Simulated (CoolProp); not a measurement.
R13 along the isotherm 250.7 K: density (kg/m³) from the reference equation and from simpler models built on Tc = 303.0 K, pc = 39.73 bar, ω = 0.175; each cubic takes its own stable root.

Computed with CoolProp (reference Helmholtz-energy equation of state, Platzer 1990). This equation is an older, rougher fit; its heat capacities, sound speeds and derivatives of the liquid may be far off and weren't checked against measurements.

```
p (bar)   phase  reference
-------  ------  ---------
1.81        gas      9.348
3.61        gas      19.27
5.42        gas      29.99
7.22        gas      41.60
9.03        gas      54.49
12.6     liquid       1261
14.4     liquid       1263
16.3     liquid       1265
18.1     liquid       1267
19.9     liquid       1268
```

### Question
How far does each simpler model (van der Waals, Redlich-Kwong, Soave-Redlich-Kwong, Peng-Robinson) lie from the reference over these 10 states: mean and median of the absolute difference, and the worst?

### Answer
- van der Waals: mean 36.4 %, median 20.4 %, worst -93.9 % at 250.7 K and 12.6 bar
- Redlich-Kwong: mean 4.9 %, median 5.3 %, worst -9.0 % at 250.7 K and 12.6 bar
- Soave-Redlich-Kwong: mean 3.1 %, median 3.3 %, worst -5.7 % at 250.7 K and 12.6 bar
- Peng-Robinson: mean 3.6 %, median 3.6 %, worst +7.3 % at 250.7 K and 19.9 bar

At some of these states van der Waals gives the other phase, because its saturation line lies elsewhere.
